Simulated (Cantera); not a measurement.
Input: 1 mol SiF4, 7.8 mol O3, at 9.30 Pa.

Cantera equilibrium calculation (NASA polynomials, part measured and part estimated; ideal gas, pure solids and liquids). Candidate condensed phases: Si, SiO2; 17 gas species. Equilibrium is a limit: real reactors are often held back by kinetics, nucleation or transport. All values below are at 1123 K.

Base state: O2 0.921, SiF4 0.0787 (mole fractions); condensed: gas only.

Q: What changes in the equilibrium state with this change: SiF4 replaced by Si2H6?

A: 
```
species              before    after
-------------------  ------  -------
O2                    0.921    0.732
H2O                       0    0.268
OH                        0  2.23e-5
SiF4                 0.0787        0
SiO2(β-quartz), mol       0     2.00
```
The feed counts by its element totals alone. Further candidate phases: H2O.
